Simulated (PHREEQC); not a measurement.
0.029 g of hydrous ferric oxide (600 m²/g; 0.2 weak and 0.005 strong sites per Fe, Dzombak-Morel constants, diffuse double layer) in 1 kg of water with 0.3 mol/kgw of an inert sodium salt and 0.00013 mmol/kgw Ag2SO4 and 0.06 mmol/kgw ZnSO4, at 25 °C; the pH is set by adding NaOH or the inert anion's acid. Oxygen alone is held at its pressure in air (log pO2 = -0.68). The system is closed to CO2. Precipitation was switched off in this run.

Equilibrium calculation in PHREEQC: ion-association model, wateq4f.dat.

| pH | S sorbed (%) | Ag sorbed (%) | Zn sorbed (%) |
|---|---|---|---|
| 3 | 14.5 | 0.0 | 0.0 |
| 3.38 | 14.4 | 0.0 | 0.0 |
| 3.75 | 14.2 | 0.0 | 0.0 |
| 4.12 | 13.6 | 0.0 | 0.0 |
| 4.5 | 12.3 | 0.0 | 0.0 |
| 4.88 | 10.3 | 0.0 | 0.1 |
| 5.25 | 7.8 | 0.1 | 0.5 |
| 5.62 | 5.1 | 0.2 | 1.4 |
| 6 | 2.8 | 0.3 | 2.6 |
| 6.38 | 1.3 | 0.2 | 4.4 |
| 6.75 | 0.6 | 0.2 | 9.1 |
| 7.12 | 0.3 | 0.3 | 19.5 |
| 7.5 | 0.2 | 0.5 | 32.9 |
| 7.88 | 0.1 | 0.8 | 44.8 |
| 8.25 | 0.1 | 1.2 | 52.9 |
| 8.62 | 0.0 | 1.7 | 56.7 |
| 9 | 0.0 | 2.8 | 56.3 |

Along this series the solution becomes supersaturated in solids that the run did not let form, among them Zn(OH)2-e. The oxide is taken as insoluble; below pH 4 it would dissolve.
